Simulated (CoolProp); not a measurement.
Properties of R410A along the isotherm 379 K (Tc = 344.5 K, pc = 4.901 MPa, ω = 0.296).

The numbers come from the reference Helmholtz-energy equation of state, Lemmon 2003 in CoolProp. It is a pseudo-pure fit of the blend.

```csv
p (MPa),phase,isothermal compressibility (1/MPa),expansivity (1/kK),viscosity (µPa s),fugacity coefficient
0.0232,gas,43.16,2.651,16.4,0.9988
0.0376,gas,26.65,2.658,16.4,0.9980
0.0607,gas,16.53,2.670,16.4,0.9967
0.098,gas,10.26,2.690,16.4,0.9947
0.158,gas,6.384,2.722,16.5,0.9915
0.256,gas,3.961,2.775,16.5,0.9863
0.413,gas,2.477,2.863,16.5,0.9779
0.668,gas,1.555,3.013,16.6,0.9645
1.08,gas,0.9861,3.279,16.7,0.9429
1.74,gas,0.6397,3.775,16.9,0.9089
2.82,gas,0.4296,4.841,17.5,0.8548
4.55,gas,0.3195,7.735,19.3,0.7712
7.35,supercritical,0.2992,20.88,28.6,0.6431
```

Viscosity comes from a separate model (Geller 2000).
